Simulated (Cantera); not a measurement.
Equilibrium for carbothermic reduction: CuO + CO + N2

Feed: 1 mol CuO, 4.8 mol CO, 0.34 mol N2, at 975 K.

Equilibrium computed with Cantera from the NASA thermochemical tables; the gas is ideal and each condensed phase is pure. Candidate condensed phases: C, Cu, CuO, Cu2O; 27 gas species. Equilibrium is a limit: real reactors are often held back by kinetics, nucleation or transport.

| P (Pa) | log p CO | log p CO2 | log p N2 | log p Cu | n Cu(s) | n C(graphite) |
|---|---|---|---|---|---|---|
| 10 | -4.13 | -4.71 | -5.18 | -11.25 | 1.00 | 0 |
| 52 | -3.42 | -3.99 | -4.46 | -11.25 | 1.00 | 0 |
| 270 | -2.70 | -3.28 | -3.75 | -11.25 | 1.00 | 0 |
| 1400 | -1.99 | -2.56 | -3.03 | -11.25 | 1.00 | 0 |
| 7200 | -1.27 | -1.85 | -2.32 | -11.25 | 1.00 | 0 |
| 37000 | -0.56 | -1.14 | -1.61 | -11.25 | 1.00 | 0 |
| 190000 | -0.03 | -0.08 | -0.82 | -11.25 | 1.00 | 0.856 |
| 1000000 | 0.41 | 0.81 | -0.04 | <-11 | 1.00 | 1.42 |
log p: log10 of the partial pressure in bar; n: condensed amount in mol.

From 10.0 Pa to 0.370 bar the condensed part is Cu(s). From 1.90 bar to 10.0 bar the condensed part is C(graphite) + Cu(s).
